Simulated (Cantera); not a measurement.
A closed system holds: 1 mol C3H6, 0.013 mol O2, equilibrated at 750 Torr.

These are equilibrium values from Cantera (NASA tables, ideal gas, pure condensed phases), not measurements of a reactor. Candidate condensed phases: C, C6H6, C7H8, C8H18, H2O; 110 gas species. The numbers say what is thermodynamically allowed, not how fast it happens.

log p: log10 of the partial pressure in bar; n: condensed amount in mol.

```
T (K)  log p H2  log p CH4  log p CO  log p H2O  log p H  log p C2H2 (acetylene)  log p CO2  n C(graphite)
-----  --------  ---------  --------  ---------  -------  ----------------------  ---------  -------------
873       -0.13      -0.61     -2.59      -2.09        …                  -10.78      -4.13           2.40
1023      -0.03      -1.19     -2.14      -2.73        …                   -8.71      -4.72           2.80
1173      -0.01      -1.73     -2.07      -3.53        …                   -7.22      -5.70           2.92
1323      -0.01      -2.18     -2.07      -4.21        …                   -6.09      -6.54           2.95
1473      -0.01      -2.54     -2.07      -4.75        …                   -5.19      -7.20           2.97
1623       0.00      -2.84     -2.07      -5.19        …                   -4.46      -7.74           2.97
1773       0.00      -3.08     -2.07      -5.56        …                   -3.86      -8.19           2.97
1923       0.00      -3.29     -2.07      -5.86        …                   -3.35      -8.56           2.97
2073      -0.01      -3.46     -2.07      -6.12        …                   -2.92      -8.87           2.97
2223      -0.01      -3.62     -2.07      -6.35        …                   -2.55      -9.14           2.96
```

Question: Fill in the missing entries.

Answer: 
- 873, log p H: -10.39
- 1023, log p H: -8.40
- 1173, log p H: -6.93
- 1323, log p H: -5.80
- 1473, log p H: -4.90
- 1623, log p H: -4.16
- 1773, log p H: -3.55
- 1923, log p H: -3.03
- 2073, log p H: -2.58
- 2223, log p H: -2.20
